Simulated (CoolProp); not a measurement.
Methane along the isotherm -128.45 °C: fugacity coefficient from the reference equation and from simpler models built on Tc = -82.6 °C, pc = 4.599 MPa, ω = 0.011; each cubic takes its own stable root.

Computed with CoolProp (reference Helmholtz-energy equation of state, Setzmann 1991).

```json
[
 {"p (MPa)": "0.164", "phase": "gas", "reference": "0.9737", "Soave-Redlich-Kwong": "0.9742", "Peng-Robinson": "0.9726"},
 {"p (MPa)": "0.329", "phase": "gas", "reference": "0.9472", "Soave-Redlich-Kwong": "0.9484", "Peng-Robinson": "0.9452"},
 {"p (MPa)": "0.493", "phase": "gas", "reference": "0.9209", "Soave-Redlich-Kwong": "0.9227", "Peng-Robinson": "0.9181"},
 {"p (MPa)": "0.657", "phase": "gas", "reference": "?", "Soave-Redlich-Kwong": "0.8972", "Peng-Robinson": "0.8912"},
 {"p (MPa)": "0.986", "phase": "liquid", "reference": "?", "Soave-Redlich-Kwong": "0.7279", "Peng-Robinson": "0.7205"},
 {"p (MPa)": "1.15", "phase": "liquid", "reference": "0.6209", "Soave-Redlich-Kwong": "0.6279", "Peng-Robinson": "0.6211"},
 {"p (MPa)": "1.31", "phase": "liquid", "reference": "0.5482", "Soave-Redlich-Kwong": "0.5545", "Peng-Robinson": "0.5481"},
 {"p (MPa)": "1.48", "phase": "liquid", "reference": "0.4882", "Soave-Redlich-Kwong": "?", "Peng-Robinson": "0.4879"},
 {"p (MPa)": "1.64", "phase": "liquid", "reference": "0.4432", "Soave-Redlich-Kwong": "?", "Peng-Robinson": "0.4426"},
 {"p (MPa)": "1.81", "phase": "liquid", "reference": "0.4040", "Soave-Redlich-Kwong": "0.4089", "Peng-Robinson": "0.4033"},
 {"p (MPa)": "1.97", "phase": "liquid", "reference": "0.3733", "Soave-Redlich-Kwong": "0.3779", "Peng-Robinson": "0.3725"},
 {"p (MPa)": "2.14", "phase": "liquid", "reference": "0.3458", "Soave-Redlich-Kwong": "0.3501", "Peng-Robinson": "0.3448"},
 {"p (MPa)": "2.3", "phase": "liquid", "reference": "0.3236", "Soave-Redlich-Kwong": "0.3277", "Peng-Robinson": "?"}
]
```

Question: Some entries are withheld; supply them.

Answer: 
- 0.657, reference: 0.8944
- 0.986, reference: 0.7199
- 1.48, Soave-Redlich-Kwong: 0.4940
- 1.64, Soave-Redlich-Kwong: 0.4484
- 2.3, Peng-Robinson: 0.3225
